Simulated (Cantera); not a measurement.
Charge: 1 mol trisilylamine, 1.2 mol N2, at 1050 K and 13.3 mbar.

Cantera equilibrium calculation (NASA polynomials, part measured and part estimated; ideal gas, pure solids and liquids). Candidate condensed phases: Si, Si3N4; 18 gas species. The feed counts by its element totals alone. Mutual solubility and eutectic melting of coexisting phases are not modelled. The numbers say what is thermodynamically allowed, not how fast it happens.

Base state: H2 1.00 (mole fractions); condensed: Si(s) + Si3N4(s).

**Question.** What changes in the equilibrium state with this change: trisilylamine replaced by SiF4?

**Answer.** 
| species | before | after |
|---|---|---|
| N2 | 1.04e-8 | 0.545 |
| SiF4 | 0 | 0.455 |
| H2 | 1.00 | 0 |
| Si(s), mol | 0.450 | 0 |
| Si3N4(s), mol | 0.850 | 0 |

**Question.** What changes in the equilibrium state with this change: 1.6 mol HCl added?

**Answer.** 
```csv
species,before,after
H2,1.00,0.894
SiCl4,0,0.0469
HCl,0,0.0417
SiHCl3,0,0.0104
SiCl2,0,0.00364
SiCl3,0,0.00307
SiH2Cl2,0,0.000265
"Si(s), mol",0.450,0.0793
"Si3N4(s), mol",0.850,0.850
```
The tables' values for SiCl3 are old estimates; treat these amounts as uncertain. Further candidate phases: NH4Cl.
